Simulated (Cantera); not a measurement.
Input (Python, Cantera) and output of one run.

```python
import numpy as np
import cantera as ct

gas_names = """
    O2 F2
""".split()
cond_names = """
    Mg(L) MgF2(L) MgO(s)
""".split()


# ... load() reads the species with a 1 bar reference pressure and builds the phases ...
species = {s.name: s for s in load("nasa_gas.yaml", gas_names) + load("nasa_condensed.yaml", cond_names)}
T = 1600
g = {n: (s.thermo.h(T) - T * s.thermo.s(T)) / (ct.gas_constant * T * np.log(10)) for n, s in species.items()}
valid = cond_names  # the entries whose range holds T


def stable(la, lb):
    # potentials (over RT ln 10) of the two non-metals from log10 p(O2) and log10 p(F2) in bar
    mu = {}
    mu["O"] = (g["O2"] + la) / 2
    mu["F"] = (g["F2"] + lb) / 2
    cost = {}
    for n in valid:
        c = species[n].composition
        cost[n] = (g[n] - sum(c.get(e, 0) * m for e, m in mu.items())) / c["Mg"]
    return min(cost, key=cost.get)


results = []
for lb in [0, -1.8, -3.6, -5.3, -7.1, -8.9, -10.7, -12.4, -14.2, -16]:
    row = [stable(la, lb) for la in [-13, -12.2, -11.4, -10.6, -9.8, -8.9, -8.1, -7.3, -6.5, -5.7, -4.9, -4.1, -3.2, -2.4, -1.6, -0.8, 0]]
    results.append(row)
    print(f"{lb:6.1f}  " + " ".join(f"{valid.index(n):x}" for n in row))
print("key: " + ", ".join(f"{i:x} {n}" for i, n in enumerate(valid)))
```

Output:

```
   0.0  1 1 1 1 1 1 1 1 1 1 1 1 1 1 1 1 1
  -1.8  1 1 1 1 1 1 1 1 1 1 1 1 1 1 1 1 1
  -3.6  1 1 1 1 1 1 1 1 1 1 1 1 1 1 1 1 1
  -5.3  1 1 1 1 1 1 1 1 1 1 1 1 1 1 1 1 1
  -7.1  1 1 1 1 1 1 1 1 1 1 1 1 1 1 1 1 1
  -8.9  1 1 1 1 1 1 1 1 1 1 1 1 1 1 1 1 1
 -10.7  1 1 1 1 1 1 1 1 1 1 1 1 1 1 1 1 1
 -12.4  1 1 1 1 1 1 1 1 1 1 1 1 1 1 1 1 1
 -14.2  1 1 1 1 1 1 1 1 1 1 1 1 1 1 1 1 2
 -16.0  1 1 1 1 1 1 1 1 1 1 1 2 2 2 2 2 2
key: 0 Mg(L), 1 MgF2(L), 2 MgO(s)
```

Standard-state values (1 bar) from the NASA 1993 polynomials, evaluated with Cantera. Not in the tables: oxide halides.
